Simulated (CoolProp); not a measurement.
CF4 (R14) along the isotherm 500 K: density (kg/m³) from the reference equation and from simpler models built on Tc = 227.4 K, pc = 3.762 MPa, ω = 0.178; each cubic takes its own stable root.

The numbers come from the reference Helmholtz-energy equation of state, Platzer 1990 in CoolProp. This equation is an older, rougher fit; its heat capacities, sound speeds and derivatives of the liquid may be far off and weren't checked against measurements.

```tsv
p (MPa)	phase	reference	ideal gas	van der Waals	Redlich-Kwong	Soave-Redlich-Kwong	Peng-Robinson
3.42	gas	72.16	72.40	74.28	73.53	71.98	72.78
6.84	supercritical	143.6	144.8	151.6	148.4	142.5	145.4
10.3	supercritical	214.3	218.0	230.9	223.9	211.5	217.4
13.7	supercritical	281.5	290.0	307.1	296.4	276.4	285.8
17.1	supercritical	345.3	362.0	378.8	366.0	338.0	351.3
20.5	supercritical	405.3	434.0	444.0	___	396.2	___
23.9	supercritical	460.8	505.9	501.8	493.2	___	472.3
27.4	supercritical	513.3	580.0	554.0	551.9	503.8	529.3
30.8	supercritical	560.0	___	___	604.6	551.9	581.5
34.2	supercritical	602.8	724.0	___	653.4	597.0	630.5
37.6	supercritical	642.1	796.0	671.7	698.6	___	___
```

### Question
Fill in the missing entries.

### Answer

- 20.5, Redlich-Kwong: 431.7
- 20.5, Peng-Robinson: 413.5
- 23.9, Soave-Redlich-Kwong: 450.9
- 30.8, ideal gas: 652.0
- 30.8, van der Waals: 598.3
- 34.2, van der Waals: 637.2
- 37.6, Soave-Redlich-Kwong: 639.3
- 37.6, Peng-Robinson: 676.6
